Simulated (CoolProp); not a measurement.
Saturated liquid density (kg/m³) of CF4 (R14): the reference equation beside estimates from Tc = 227.4 K, pc = 37.62 bar, ω = 0.178. Rackett uses Z = 0.29056 − 0.08775 ω.

Computed with CoolProp (reference Helmholtz-energy equation of state, Platzer 1990). This equation is an older, rougher fit; its heat capacities, sound speeds and derivatives of the liquid may be far off and weren't checked against measurements.

| T (K) | reference | Rackett | van der Waals | Redlich-Kwong | Soave-Redlich-Kwong | Peng-Robinson |
|---|---|---|---|---|---|---|
| 164 | 1497 | 1561 | 980.8 | 1416 | 1455 | 1648 |
| 169.3 | 1466 | (withheld) | 959.1 | 1377 | 1417 | 1607 |
| 174.7 | (withheld) | 1491 | 935.8 | 1335 | 1376 | 1561 |
| 180.1 | 1396 | 1453 | 911.2 | (withheld) | 1333 | 1512 |
| 185.5 | 1358 | 1413 | 885.1 | 1244 | 1286 | 1459 |
| 190.9 | 1318 | 1370 | 857.0 | 1193 | (withheld) | 1401 |
| 196.3 | 1275 | 1324 | 826.8 | 1139 | 1179 | 1338 |
| 201.7 | 1228 | 1273 | 793.6 | 1079 | 1118 | 1267 |
| 207.1 | 1174 | 1217 | 756.7 | 1013 | 1050 | 1187 |
| 212.5 | 1112 | 1152 | 714.5 | 938.8 | 970.9 | 1095 |
| 217.9 | 1035 | 1073 | 663.7 | 850.2 | 876.5 | 983.4 |
| 223.2 | 926.6 | 962.6 | 596.8 | 735.9 | 753.5 | 837.8 |

What belongs in the gaps?


- 169.3, Rackett: 1527
- 174.7, reference: 1432
- 180.1, Redlich-Kwong: 1291
- 190.9, Soave-Redlich-Kwong: 1235

Absolute difference from the reference over all 12 rows, mean and median: Rackett 3.9 and 3.9 %, van der Waals 35.1 and 35.1 %, Redlich-Kwong 11.2 and 10.1 %, Soave-Redlich-Kwong 8.3 and 6.9 %, Peng-Robinson 6.3 and 6.9 %.
